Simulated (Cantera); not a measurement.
Feed: 1 mol SiHCl3, 130 mol H2, equilibrated at 1375 K and 6.60 mbar.

Method: chemical equilibrium by Gibbs-energy minimisation in Cantera with the NASA 1993 tables (ideal gas, pure condensed phases). Candidate condensed phases: Si; 19 gas species. The tables' values for SiCl3 are old estimates; treat these amounts as uncertain. The numbers say what is thermodynamically allowed, not how fast it happens.

Base state: H2 0.978, HCl 0.0203, SiCl2 0.00121, H 4.17e-5, SiCl3 1.21e-5 (mole fractions); condensed: Si(s).

Problem. What changes in the equilibrium state with this change: H2 from 130 to 3.9 mol?

Solution. 
| species | before | after |
|---|---|---|
| H2 | 0.978 | 0.668 |
| HCl | 0.0203 | 0.176 |
| SiCl2 | 0.00121 | 0.133 |
| SiCl3 | 1.21e-5 | 0.0140 |
| SiCl4 | 5.56e-7 | 0.00675 |
| SiHCl3 | 1.71e-6 | 0.00164 |
| SiH2Cl2 | 7.81e-7 | 5.88e-5 |
| H | 4.17e-5 | 3.45e-5 |
| Si(s), mol | 0.838 | 0.0954 |
